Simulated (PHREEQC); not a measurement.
Dissolve 2.3 mmol/kgw K2CO3, 140 mmol/kgw K2SO4 and 0.085 mmol/kgw KBr at 25 °C. Closed to the air; pH follows from the charge balance.

The numbers come from PHREEQC with the Pitzer model, pitzer.dat.

```
quantity                  before     after
----------------------  --------  --------
pH                         10.49     10.28
CO3-2 (mol/kgw)          0.00186   0.00174
HCO3- (mol/kgw)         0.000444  0.000562
CO2 (mol/kgw)            1.98e-8   3.74e-8
HSO4- (mol/kgw)         1.20e-10  2.61e-10
SI of Arcanite (K2SO4)     -1.27     -1.39
```

**Question.** What was changed between the two runs?
A. diluted 10-fold with water
B. K2SO4 from 0.14 to 0.126 mol/kgw
C. diluted 100-fold with water
D. temperature from 25 to 35 °C
E. temperature from 25 to 50 °C

**Answer.** D, temperature from 25 to 35 °C

Precipitation was switched off in this run.
